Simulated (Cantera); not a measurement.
Input: 1 mol SiCl4, 1.6 mol O2, 1.7 mol H2, 0.1 mol O3, held at 13.3 mbar.

These are equilibrium values from Cantera (NASA tables, ideal gas, pure condensed phases), not measurements of a reactor. Candidate condensed phases: H2O, Si, SiO2; 30 gas species. The tables hold silica as quartz up to 1696 K and as liquid above; real silica turns to tridymite and cristobalite and melts near 1996 K. Equilibrium is a limit: real reactors are often held back by kinetics, nucleation or transport.

### Question
At 977 °C, list the 4 most abundant gas species with their mole fractions, and the condensed phases.

### Answer
HCl 0.719, O2 0.157, Cl2 0.0815, H2O 0.0236. Condensed: SiO2(β-quartz).
